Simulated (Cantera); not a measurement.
**Thermodynamics of boron, boron nitride and boron oxide, feed BCl3 + N2 + H2**

A closed system holds: 1 mol BCl3, 23 mol N2, 0.48 mol H2, equilibrated at 0.360 bar.

Cantera equilibrium calculation (NASA polynomials, part measured and part estimated; ideal gas, pure solids and liquids). Candidate condensed phases: B, BN, NH4Cl; 21 gas species. N2 is the only nitrogen source here; it is nearly inert below about 1500 K, so the nitride shown seldom forms there in practice. The tables' values for BCl2, BCl are old estimates; treat these amounts as uncertain. Equilibrium is a limit: real reactors are often held back by kinetics, nucleation or transport.

From 1425 K to 2025 K the condensed part is BN(s). The main B-bearing gas is BCl3 throughout.

| T (K) | x N2 | x HCl | x BCl3 | x Cl | x BCl2 | x BCl | x H2 | x H | n BN(s) |
|---|---|---|---|---|---|---|---|---|---|
| 1425 | 0.933 | 0.0391 | 0.0278 | 5.28e-5 | 5.02e-6 | 3.69e-8 | 4.76e-5 | 7.84e-8 | 0.320 |
| 1500 | 0.933 | 0.0391 | 0.0278 | 0.000112 | 1.56e-5 | 2.33e-7 | 6.86e-5 | 2.43e-7 | 0.320 |
| 1575 | 0.933 | 0.0390 | 0.0277 | 0.000220 | 4.32e-5 | 1.23e-6 | 9.55e-5 | 6.77e-7 | 0.320 |
| 1650 | 0.933 | 0.0389 | 0.0276 | 0.000407 | 0.000109 | 5.56e-6 | 0.000129 | 1.72e-6 | 0.320 |
| 1725 | 0.933 | 0.0389 | 0.0275 | 0.000715 | 0.000252 | 2.20e-5 | 0.000170 | 4.03e-6 | 0.321 |
| 1800 | 0.932 | 0.0387 | 0.0271 | 0.00120 | 0.000542 | 7.71e-5 | 0.000219 | 8.82e-6 | 0.321 |
| 1875 | 0.931 | 0.0386 | 0.0265 | 0.00192 | 0.00108 | 0.000243 | 0.000278 | 1.82e-5 | 0.318 |
| 1950 | 0.930 | 0.0384 | 0.0254 | 0.00294 | 0.00203 | 0.000696 | 0.000349 | 3.57e-5 | 0.310 |
| 2025 | 0.928 | 0.0380 | 0.0235 | 0.00432 | 0.00353 | 0.00182 | 0.000440 | 6.73e-5 | 0.289 |
x: gas mole fraction; n: condensed amount in mol.
